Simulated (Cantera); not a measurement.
Input: 1 mol SiH4, 0.056 mol C2H4, 83 mol H2, at 1150 K and 0.133 bar.

Cantera equilibrium calculation (NASA polynomials, part measured and part estimated; ideal gas, pure solids and liquids). Candidate condensed phases: C, C6H6, C7H8, C8H18, Si, SiC; 87 gas species. Mutual solubility and eutectic melting of coexisting phases are not modelled. Kinetics and transport are ignored.

Base state: H2 1.000 (mole fractions); condensed: Si(s) + SiC(s).

Question: What changes in the equilibrium state with this change: temperature from 1150 K to 2150 K?

Answer: 
```json
[
 {"species": "H2", "before": "1.000", "after": "0.986"},
 {"species": "H", "before": "2.04e-7", "after": "0.0115"},
 {"species": "Si", "before": "<1e-9", "after": "0.00168"},
 {"species": "SiH", "before": "<1e-9", "after": "0.000298"},
 {"species": "Si2C", "before": "<1e-9", "after": "8.29e-5"},
 {"species": "SiH2", "before": "4.15e-9", "after": "0.000231"},
 {"species": "Si(s), mol", "before": "0.888", "after": "0"},
 {"species": "SiC(s), mol", "before": "0.112", "after": "0.102"},
 {"species": "Si(l), mol", "before": "0", "after": "0.689"}
]
```
Gases not in the tables: Si2H6 and higher silanes.

Question: What changes in the equilibrium state with this change: SiH4 replaced by CH3SiH3?

Answer: 
```tsv
species	before	after
H2	1.000	0.999
CH4	3.83e-6	0.00130
Si(s), mol	0.888	0
SiC(s), mol	0.112	1.00
```
The feed counts by its element totals alone.
